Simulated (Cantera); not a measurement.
A closed system holds: 1 mol V, 2.9 mol N2.

These are equilibrium values from Cantera (NASA tables, ideal gas, pure condensed phases), not measurements of a reactor. Candidate condensed phases: V, VN; 4 gas species. VN: taken at fixed stoichiometry. Condensed phases not in the tables: V2N, N, O or C dissolved in the metal. Equilibrium is a limit: real reactors are often held back by kinetics, nucleation or transport.

Problem. What condenses at these points (T in K, P in Pa): (2198, 4600); (2248, 170000); (2098, 130); (2223, 170000); (2248, 0.60); (2248, 3.6)?

Solution. 
| T (K) | P in Pa | condensed phases | V condensed (%) |
|---|---|---|---|
| 2198 | 4600 | VN | 99.9 |
| 2248 | 170000 | VN | 100.0 |
| 2098 | 130 | V | 97.9 |
| 2223 | 170000 | VN | 100.0 |
| 2248 | 0.60 | gas only | 0.0 |
| 2248 | 3.6 | gas only | 0.0 |
